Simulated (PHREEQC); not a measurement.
# Alkaline etch or developer

Consider water at 55 °C with 0.039 mol/kgw NH3, 8e-05 mol/kgw CO2 and 0.00032 mol/kgw Na2CO3. Closed to the air; pH follows from the charge balance.

Equilibrium calculation in PHREEQC: ion-association model, phreeqc.dat.

| Item | Result |
|---|---|
| pH | 10.07 |
| ionic strength | 0.00169 mol/kgw |
| specific conductance | 534 µS/cm |
| total alkalinity | 39.6 meq/kg |

| species | molality | activity | log γ |
|---|---|---|---|
| NH3 | 0.0381 | 0.0381 | 0.000 |
| OH- | 0.000912 | 0.000868 | -0.021 |
| NH4+ | 0.000871 | 0.000829 | -0.021 |
| Na+ | 0.000633 | 0.000603 | -0.021 |
| HCO3- | 0.000201 | 0.000192 | -0.021 |
| CO3-2 | 0.000192 | 0.000158 | -0.083 |
| NaCO3- | 7.38e-6 | 7.03e-6 | -0.021 |
| NaHCO3 | 5.56e-8 | 5.56e-8 | 0.000 |
| CO2 | 3.12e-8 | 3.12e-8 | 0.000 |

No solid was allowed to form. Away from 25 °C the constants follow the database's enthalpies or fits; those with neither stay at their 25 °C values.
